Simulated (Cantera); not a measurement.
A perfectly stirred reactor is fed with CH₄ : CO : O₂ : N₂ = 1 : 0.066 : 1.58 : 11.8 (molar parts), at 9.87 atm; it is adiabatic with a 798 K inlet, and is followed from long to short residence time, starting on the burning branch (τ in s: 0.4, 0.2, 0.096, 0.047, 0.023, 0.011, 0.0056, 0.0027, 0.0013, 0.00066, 0.00032, 0.00016, 7.8e-05).

Computed with Cantera and GRI-Mech 3.0 (53 species, 325 reactions).

**Question.** Predict: blow-out, bracketed by the residence times tried; x(CH₄) at τ = 0.400 s; x(CO) at τ = 0.400 s; x(O₂) at τ = 0.400 s; x(CH₃) at τ = 0.400 s; x(C₂H) at τ = 0.400 s; x(CH₄) at τ = 5.60 ms; x(CO) at τ = 5.60 ms; x(O₂) at τ = 5.60 ms; x(CH₃) at τ = 5.60 ms; x(C₂H) at τ = 5.60 ms.

**Answer.** 
- blow-out, bracketed by the residence times tried = burning at 0.660 ms, out at 0.320 ms
- x(CH₄) at τ = 0.400 s = 0.000534
- x(CO) at τ = 0.400 s = 0.0341
- x(O₂) at τ = 0.400 s = 5.34e-5
- x(CH₃) at τ = 0.400 s = 1.61e-5
- x(C₂H) at τ = 0.400 s = 1.58e-9
- x(CH₄) at τ = 5.60 ms = 0.00301
- x(CO) at τ = 5.60 ms = 0.0296
- x(O₂) at τ = 5.60 ms = 0.00211
- x(CH₃) at τ = 5.60 ms = 0.000178
- x(C₂H) at τ = 5.60 ms = 4.09e-8
